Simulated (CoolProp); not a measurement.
Vapour-liquid equilibrium of propylene (1) + R115 (2) at 424 kPa; x and y are mole fractions of (1).

Model: multi-fluid Helmholtz-energy mixture model, Lemmon 2013 and Lemmon 2016; pair parameters Bell 2016, in CoolProp.

Problem. Give the bubble temperature and the first vapour's composition at x = 0.55, 0.65, 0.85. Is there an azeotrope?

Solution. x = 0.55: 260.1 K, y = 0.615; x = 0.65: 259.7 K, y = 0.671; x = 0.85: 260.2 K, y = 0.807. y crosses x between x = 0.65 and 0.75: the model has an azeotrope there.

The pair parameters rest on a limited set of measurements; away from them the model extrapolates.
